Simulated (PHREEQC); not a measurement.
Make-up at 80 °C: 0.23 mol ZnBr2 per kg of water. Closed to the air; pH follows from the charge balance.

All values are PHREEQC results (ion-association model, phreeqc.dat), not measurements.

The ionic strength comes out as 0.682 mol/kgw. What activity coefficients do H+, ZnOH+, ZnBr+, Zn+2, Br- get?

H+ 0.73, ZnOH+ 0.72, ZnBr+ 0.72, Zn+2 0.16, Br- 0.55.

Precipitation was switched off in this run. Away from 25 °C the constants follow the database's enthalpies or fits; those with neither stay at their 25 °C values.
